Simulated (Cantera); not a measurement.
## Equilibrium for hydrogen reduction and annealing atmospheres: FeS2 + H2 + H2O

Input: 1 mol FeS2, 3.4 mol H2, 0.67 mol H2O, held at 85.0 Pa.

Method: chemical equilibrium by Gibbs-energy minimisation in Cantera with the NASA 1993 tables (ideal gas, pure condensed phases). Candidate condensed phases: Fe, FeO, Fe(OH)2, Fe(OH)3, FeS, FeSO4, FeS2, Fe2O3, Fe2(SO4)3, Fe3O4, H2O, H2SO4, S; 22 gas species. FeS: taken at fixed stoichiometry. Gases not in the tables: S3 to S7. Kinetics and transport are ignored.

From 525 °C to 1125 °C the condensed part is FeS(s). From 1225 °C to 1325 °C the condensed part is FeS(l). At 1425 °C the condensed part is Fe(δ).

```
T (°C)   x H2   x H2S      x S2  x H2O      x SH      x Fe      x SO       x S  n FeS(s)  n FeS(l)  n Fe(δ)
------  -----  ------  --------  -----  --------  --------  --------  --------  --------  --------  -------
525     0.590   0.246   4.76e-5  0.165   4.47e-7    <1e-12  4.30e-11  2.31e-12      1.00         0        0
625     0.591   0.244  0.000934  0.164   6.94e-6    <1e-12   4.42e-9  3.80e-10      1.00         0        0
725     0.602   0.226   0.00863  0.163   5.80e-5    <1e-12   1.64e-7   2.09e-8      1.00         0        0
825     0.636   0.172    0.0325  0.159  0.000262  1.14e-11   2.33e-6   4.35e-7      1.00         0        0
925     0.675   0.109    0.0603  0.154  0.000727   1.41e-9   1.64e-5   4.28e-6      1.00         0        0
1025    0.703  0.0650    0.0795  0.151   0.00152   9.23e-8   7.67e-5   2.63e-5      1.00         0        0
1125    0.719  0.0389    0.0903  0.148   0.00267   3.45e-6  0.000277  0.000118     1.000         0        0
1225    0.728  0.0240    0.0954  0.146   0.00423   7.59e-5  0.000825  0.000421         0     1.000        0
1325    0.732  0.0155    0.0968  0.141   0.00621   0.00102   0.00210   0.00126         0     0.995        0
1425    0.657  0.0125     0.176  0.117    0.0110   0.00716   0.00610   0.00447         0         0    0.963
```
x: gas mole fraction; n: condensed amount in mol.
